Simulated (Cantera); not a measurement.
Cantera with NASA thermochemical tables; ideal gases at 1 bar, condensed phases pure. Values are per mole of reaction as written; species without (g) are pure solids or liquids, kept so even where they would boil at 1 bar.

6 H(g) + B2O3(g) → 2 B + 3 H2O(g), with ΔH° = -1197.6 kJ and ΔS° = -394.4 J/K at 300 K.

How far is the shortcut ΔG° ≈ ΔH°(300 K) − T·ΔS°(300 K) from the full temperature-dependent value at 998, 1098, 1198, 1298, 1398, 1498, 1598 K?


| T (K) | shortcut (kJ) | full (kJ) | difference (kJ) | difference in log10 K |
|---|---|---|---|---|
| 998 | -804.0 | -772.6 | -31.4 | 1.64 |
| 1098 | -764.6 | -725.8 | -38.8 | 1.85 |
| 1198 | -725.2 | -678.6 | -46.6 | 2.03 |
| 1298 | -685.7 | -631.0 | -54.7 | 2.20 |
| 1398 | -646.3 | -583.2 | -63.1 | 2.36 |
| 1498 | -606.8 | -535.1 | -71.7 | 2.50 |
| 1598 | -567.4 | -486.9 | -80.6 | 2.63 |
The shortcut ignores the heat-capacity change of the reaction.
